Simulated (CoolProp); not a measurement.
Values from CoolProp's reference Helmholtz-energy equation of state, Lemmon 2006. It is a short technical equation, of lower accuracy than the large ones.

Give the vapour pressure (MPa), liquid density (kg/m³), vapour density (kg/m³), liquid cp (kJ/(kg K)) of saturated CH3F (R41) at 257.5 K.


```json
[
 {"T (K)": "257.5", "p (MPa)": "1.30", "liquid density (kg/m³)": "729", "vapour density (kg/m³)": "26.2", "liquid cp (kJ/(kg K))": "2.39"}
]
```
